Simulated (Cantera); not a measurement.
Input: 1 mol SiC, 0.0022 mol O2, 6.8 mol H2, at 1.20 bar.

Cantera equilibrium calculation (NASA polynomials, part measured and part estimated; ideal gas, pure solids and liquids). Candidate condensed phases: C, C6H6, C7H8, C8H18, H2O, Si, SiC, SiO2; 123 gas species. Mutual solubility and eutectic melting of coexisting phases are not modelled. The tables hold silica as quartz up to 1696 K and as liquid above; real silica turns to tridymite and cristobalite and melts near 1996 K. Kinetics and transport are ignored. All values below are at 1525 K.

Base state: H2 0.999, SiO 0.000297, CO 0.000236, CH4 0.000114, H 2.16e-5 (mole fractions); condensed: SiC(s) + SiO2(β-quartz).

Q: What changes in the equilibrium state with this change: pressure from 1.20 bar to 0.350 Pa?

A: 
```
species                before     after
-------------------  --------  --------
H2                      0.999     0.986
H                     2.16e-5    0.0126
CO                   0.000236  0.000533
Si                    3.04e-9  0.000421
CH4                  0.000114     <1e-9
SiO                  0.000297  0.000109
SiC(s), mol             0.998     0.996
SiO2(β-quartz), mol  0.000355         0
```
